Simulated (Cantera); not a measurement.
## Equilibrium for calcination and drying: CsOH + H₂ + H₂O

Charge: 1 mol CsOH, 0.061 mol H₂, 1 mol H₂O, at 1302 °C and 73.0 Pa.

Method: chemical equilibrium by Gibbs-energy minimisation in Cantera with the NASA 1993 tables (ideal gas, pure condensed phases). Candidate condensed phases: Cs, CsOH, H₂O; 15 gas species. Equilibrium is a limit: real reactors are often held back by kinetics, nucleation or transport.

```yaml
x(H₂O): 0.527
x(CsOH): 0.401
x(Cs): 0.0661
x(O₂): 0.00298
x(H₂): 0.00176
x(OH): 0.000702
x(H): 6.45e-5
x(O): 2.16e-5
x(CsO): 1.97e-5
gas_amount: 2.139 mol
log10 activity of CsOH(l) (absent): -4.50
log10 activity of Cs(l) (absent): -5.75
```
